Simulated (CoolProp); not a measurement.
A closed Brayton cycle with carbon dioxide: compressor inlet 310.15 K and 8.4 MPa, high pressure 24.7 MPa, turbine inlet 910 K, compressor efficiency 0.89, turbine efficiency 0.93, recuperator effectiveness 0 (on enthalpy, no pinch check). Each further row changes one setting.

The numbers come from the reference Helmholtz-energy equation of state, Span 1996 in CoolProp.

```
case                           thermal efficiency (%)  net work (kJ/kg)  compressor to turbine work  compressor exit (K)  turbine exit (K)
-----------------------------  ----------------------  ----------------  --------------------------  -------------------  ----------------
as stated                                        17.0               130                        0.20                360.3             769.1
turbine inlet 860 K                              17.1               120                        0.21                360.3             724.1
compressor inlet 320.15 K                        16.7               113                        0.30                403.2             769.1
high pressure 21 MPa                             14.7               114                        0.18                352.4             789.6
recuperator effectiveness 0.5                    24.8               130                        0.20                360.3             769.1
```
